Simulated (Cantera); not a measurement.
Cantera run, input and output.

```python
import numpy as np
import cantera as ct

gas = ct.Solution("gri30.yaml")
gas.TPX = 1125, 78000, {'H2': 1, 'O2': 0.294, 'N2': 3.24}
reactor = ct.IdealGasConstPressureReactor(gas, energy="on", clone=False)
net = ct.ReactorNet([reactor])
net.rtol, net.atol = 1e-08, 1e-16
show = ['H2', 'O2', 'OH', 'HO2', 'N2O', 'NO', 'NO2']
times = np.geomspace(6e-06, 0.3, 14)

steps = ct.SolutionArray(gas, extra=["t"])
rows = []
print(f"{'t/s':>10s}{'T/K':>9s}{'P/Pa':>11s}" + "".join(f"{s:>11s}" for s in show))
for t in times:
    while net.time < t:
        t_next = net.step()
        steps.append(gas.state, t=t_next)
    rows.append([np.interp(t, steps.t, y) for y in (steps.T, steps.P, *steps(*show).X.T)])
    print(f"{t:10.3e}{rows[-1][0]:9.1f}{rows[-1][1]:11.4g}" + "".join(f"{x:11.3e}" for x in rows[-1][2:]))
rate = np.gradient(steps.T, steps.t)
print("integrator steps:", len(steps.t))
if steps.T.max() > steps.T[0] + 200:
    print(f"time of steepest temperature rise: {steps.t[rate.argmax()]:.4e} s")
gas.TPX = 1125, 78000, {'H2': 1, 'O2': 0.294, 'N2': 3.24}
gas.equilibrate("HP")
print(f"equilibrium (HP): T = {gas.T:.1f} K  " + "  ".join(f"{s} {gas[s].X[0]:.3e}" for s in show))
```

Result:

```
       t/s      T/K       P/Pa         H2         O2         OH        HO2        N2O         NO        NO2
 6.000e-06   1125.0    7.8e+04  2.206e-01  6.484e-02  3.498e-11  1.082e-09  3.625e-17  3.639e-22  1.109e-29
 1.379e-05   1125.0    7.8e+04  2.206e-01  6.484e-02  1.281e-10  2.793e-09  2.718e-16  4.163e-21  6.850e-28
 3.170e-05   1125.0    7.8e+04  2.206e-01  6.484e-02  8.535e-10  1.037e-08  2.992e-15  1.109e-19  1.049e-25
 7.287e-05   1125.0    7.8e+04  2.206e-01  6.484e-02  3.486e-08  2.577e-07  1.437e-13  1.341e-16  2.909e-21
 1.675e-04   1149.5    7.8e+04  2.085e-01  5.995e-02  2.564e-04  2.563e-05  8.053e-10  6.150e-09  7.946e-13
 3.850e-04   1838.7    7.8e+04  8.428e-02  6.277e-04  3.341e-03  2.599e-07  5.937e-09  1.579e-05  1.061e-10
 8.849e-04   1972.6    7.8e+04  9.134e-02  1.217e-04  1.807e-03  5.959e-08  2.939e-09  2.037e-05  7.907e-11
 2.034e-03   2025.5    7.8e+04  9.448e-02  2.498e-05  8.821e-04  1.447e-08  1.635e-09  2.180e-05  6.376e-11
 4.675e-03   2048.5    7.8e+04  9.593e-02  5.273e-06  4.187e-04  3.124e-09  1.079e-09  2.225e-05  5.613e-11
 1.075e-02   2058.1    7.8e+04  9.655e-02  1.330e-06  2.136e-04  7.036e-10  8.716e-10  2.216e-05  5.151e-11
 2.470e-02   2061.2    7.8e+04  9.675e-02  6.162e-07  1.466e-04  2.961e-10  8.182e-10  2.171e-05  4.847e-11
 5.678e-02   2061.6    7.8e+04  9.678e-02  5.467e-07  1.383e-04  2.586e-10  8.054e-10  2.117e-05  4.696e-11
 1.305e-01   2061.6    7.8e+04  9.678e-02  5.461e-07  1.382e-04  2.582e-10  7.882e-10  2.021e-05  4.485e-11
 3.000e-01   2061.6    7.8e+04  9.678e-02  5.462e-07  1.382e-04  2.583e-10  7.603e-10  1.856e-05  4.118e-11
integrator steps: 1515
time of steepest temperature rise: 1.9177e-04 s
equilibrium (HP): T = 2061.6 K  H2 9.677e-02  O2 5.465e-07  OH 1.383e-04  HO2 2.584e-10  N2O 7.007e-10  NO 1.439e-05  NO2 3.195e-11
```

Model: GRI-Mech 3.0 (53 species, 325 reactions), integrated in Cantera.
